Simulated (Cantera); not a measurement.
Input (Python, Cantera) and output of one run.

```python
import numpy as np
import cantera as ct

gas_names = """
    F F2 Mg MgF MgF2 MgN Mg2 Mg2F4 N NF NF2 NF3 N2
""".split()
cond_names = """
    Mg(cr) Mg(L) MgF2(s) MgF2(L)
""".split()


# ... load() reads the species with a 1 bar reference pressure and builds the phases ...
atoms = {
    'MgF2': {'Mg': 1, 'F': 2},
    'N2': {'N': 2},
}
top_T = {}  # K; cautious upper limits of use, not melting points


# ... equilibrate(T, P, feed) seeds the gas with the atoms and calls Mixture.equilibrate('TP', solver="vcs", rtol=1e-11, max_steps=5000) ...
results = []
feed = {'MgF2': 1, 'N2': 4}  # mol
T = 725  # K
P = 0.31  # Pa
mix = equilibrate(T, P, feed)
results.append((T, P, feed, dict(zip(mix.species_names, mix.species_moles))))
print(gas.report(threshold=0.001))
for i in range(1, mix.n_phases):
    print(f"{mix.phase(i).name:16s} {mix.phase_moles(i):12.5e} mol")
```

It prints:

```
       temperature   725 K
          pressure   0.31 Pa
           density   1.4407e-06 kg/m^3
  mean mol. weight   28.014 kg/kmol
   phase of matter   gas

                          1 kg             1 kmol
                     ---------------   ---------------
          enthalpy        4.5362e+05        1.2708e+07  J
   internal energy        2.3844e+05        6.6797e+06  J
           entropy             11545        3.2341e+05  J/K
    Gibbs function       -7.9163e+06       -2.2177e+08  J
 heat capacity c_p            1102.8             30895  J/K
 heat capacity c_v            806.03             22580  J/K

                      mass frac. Y      mole frac. X     chem. pot. / RT
                     ---------------   ---------------   ---------------
                N2                 1                 1           -36.789
     [  +12 minor]        4.8377e-11          7.11e-11

Mg(cr)            0.00000e+00 mol
MgF2(s)           1.00000e+00 mol
```

Method: chemical equilibrium by Gibbs-energy minimisation in Cantera with the NASA 1993 tables (ideal gas, pure condensed phases).
